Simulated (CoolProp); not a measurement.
Vapour-liquid equilibrium of carbon dioxide (1) + ethane (2) at 20.7 bar; x and y are mole fractions of (1).

Model: multi-fluid Helmholtz-energy mixture model, Span 1996 and Bücker 2006; pair parameters Kunz 2012, in CoolProp.

| x | bubble temperature (°C) | y at the bubble point | dew temperature at overall composition x (°C) | liquid density (mol/L) |
|---|---|---|---|---|
| 0.05 | -9.3 | 0.104 | -7.5 | 14.10 |
| 0.125 | -13.6 | 0.232 | -10.0 | 14.60 |
| 0.2 | -16.9 | 0.333 | -12.5 | 15.08 |
| 0.275 | ? | 0.413 | -15.0 | 15.56 |
| 0.35 | -21.1 | 0.478 | -17.4 | 16.05 |
| 0.425 | -22.3 | 0.531 | -19.6 | 16.58 |
| 0.5 | -23.1 | 0.577 | -21.6 | ? |
| 0.575 | -23.6 | 0.618 | -23.1 | 17.83 |
| 0.65 | -23.8 | 0.658 | -23.8 | ? |
| 0.725 | -23.8 | ? | -23.6 | 19.41 |
| 0.8 | -23.3 | 0.750 | -22.6 | 20.36 |
| 0.875 | -22.4 | 0.814 | -21.2 | 21.41 |
| 0.95 | -20.5 | 0.908 | -19.5 | 22.52 |

Task: Fill in the missing entries.

Result: 
- 0.275, bubble temperature (°C): -19.3
- 0.5, liquid density (mol/L): 17.17
- 0.65, liquid density (mol/L): 18.57
- 0.725, y at the bubble point: 0.700

y crosses x between x = 0.65 and 0.725: the model has an azeotrope there.

The pair parameters rest on a limited set of measurements; away from them the model extrapolates.
